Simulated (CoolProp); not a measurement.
Methanol at 531.95 K and 0.335 MPa flows at 0.12 m/s in a round tube of 4.6 mm bore and 1.5 µm roughness, fully developed (64/Re and Nu = 3.66 if laminar; Colebrook and Gnielinski if turbulent). Each further row changes one setting.

The numbers come from the reference Helmholtz-energy equation of state, de Reuck 1993 in CoolProp.

```csv
case,Reynolds number,Darcy friction factor,pressure drop (Pa/m),heat-transfer coefficient (W/(m² K)),mass flow (kg/h)
as stated,77.6,0.824,3.17,34.3,0.0176
velocity 0.24 m/s,155,0.412,6.33,34.3,0.0352
diameter 9.2 mm,155,0.412,0.792,17.2,0.0705
```

Viscosity comes from a separate model (Xiang 2006). Thermal conductivity comes from a separate model (Sykioti 2013).
